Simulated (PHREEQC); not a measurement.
**Alkaline etch or developer (model solution)**

Dissolve 0.0011 mol/kgw NaOH, 0.00086 mol/kgw K2SiO3 and 0.0023 mol/kgw (CH3)4NCl at 25 °C. Closed to the air; pH follows from the charge balance.

Computed with PHREEQC (ion-association model, phreeqc.dat).

Each row changes one thing in this solution. This is a speciation only: nothing precipitates in the calculation.

```json
[
 {"case": "as made", "pH": "11.26", "ionic strength (mol/kgw)": "0.00513", "SI of Halite (NaCl)": "-7.23"},
 {"case": "K2SiO3 from 0.00086 to 0.000172 mol/kgw", "pH": "11.07", "ionic strength (mol/kgw)": "0.00375", "SI of Halite (NaCl)": "-7.22"},
 {"case": "diluted 100-fold with water", "pH": "9.40", "ionic strength (mol/kgw)": "5.12e-5", "SI of Halite (NaCl)": "-11.17"},
 {"case": "K2SiO3 left out", "pH": "11.01", "ionic strength (mol/kgw)": "0.00340", "SI of Halite (NaCl)": "-7.22"},
 {"case": "temperature from 25 to 55 °C", "pH": "10.41", "ionic strength (mol/kgw)": "0.00513", "SI of Halite (NaCl)": "-7.26"},
 {"case": "NaOH from 0.0011 to 0.00055 mol/kgw", "pH": "11.12", "ionic strength (mol/kgw)": "0.00458", "SI of Halite (NaCl)": "-7.53"}
]
```

(CH3)4N+ isn't in the database: it is added as a free cation with an ion size of 4 Å. Constants without temperature data keep their 25 °C values here.
